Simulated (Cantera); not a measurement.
Cantera run, input and output.

```python
import numpy as np
import cantera as ct

gas = ct.Solution("gri30.yaml")


def delay(T, t_max=10):
    gas.TPX = T, 42000, {'C3H8': 1, 'O2': 10.6, 'N2': 40}
    reactor = ct.IdealGasConstPressureReactor(gas, clone=False)
    net = ct.ReactorNet([reactor])
    net.rtol, net.atol = 1e-8, 1e-16
    while net.time < t_max:
        t_old, T_old = net.time, reactor.T
        net.step()
        if reactor.T > T + 400:  # ignition: a rise of 400 K
            return t_old + (T + 400 - T_old) / (reactor.T - T_old) * (net.time - t_old)
    return np.nan


taus = []
for T in [1175, 1275, 1375, 1475, 1575, 1675]:
    taus.append(delay(T))
    print(f"T0 = {T:6g} K   tau = {taus[-1]:.4e} s")
```

It prints:

```
T0 =   1175 K   tau = 1.3978e-02 s
T0 =   1275 K   tau = 2.0230e-03 s
T0 =   1375 K   tau = 4.6699e-04 s
T0 =   1475 K   tau = 1.6439e-04 s
T0 =   1575 K   tau = 7.9199e-05 s
T0 =   1675 K   tau = 4.7199e-05 s
```

Computed with Cantera and GRI-Mech 3.0 (53 species, 325 reactions). GRI-Mech 3.0 was tuned for natural gas; its chemistry of propane as a main component is partial and can be far from experiment.
